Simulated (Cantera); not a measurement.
Charge: 1 mol AlN, 40 mol Cl₂, at 16.0 Pa.

Cantera equilibrium calculation (NASA polynomials, part measured and part estimated; ideal gas, pure solids and liquids). Candidate condensed phases: Al, AlCl₃, AlN; 11 gas species. The tables' values for AlCl₂ are old estimates; treat these amounts as uncertain. The numbers say what is thermodynamically allowed, not how fast it happens.

x: gas mole fraction; nothing condenses.

```csv
T (K),x Cl,x Cl₂,x AlCl₃,x N₂,x AlCl₂
1050,0.0595,0.904,0.0243,0.0121,3.60e-11
1150,0.191,0.775,0.0226,0.0113,7.21e-10
1250,[?],[?],[?],[?],9.23e-9
1350,0.737,0.239,0.0158,0.00789,9.36e-8
1450,0.903,0.0766,0.0137,0.00686,8.99e-7
1550,0.958,[?],0.0130,0.00651,7.77e-6
1650,0.974,0.00707,0.0128,0.00641,5.49e-5
```

**Question.** Fill in the missing entries.

**Answer.** 
- 1250, x Cl: 0.447
- 1250, x Cl₂: 0.524
- 1250, x AlCl₃: 0.0194
- 1250, x N₂: 0.00971
- 1550, x Cl₂: 0.0224
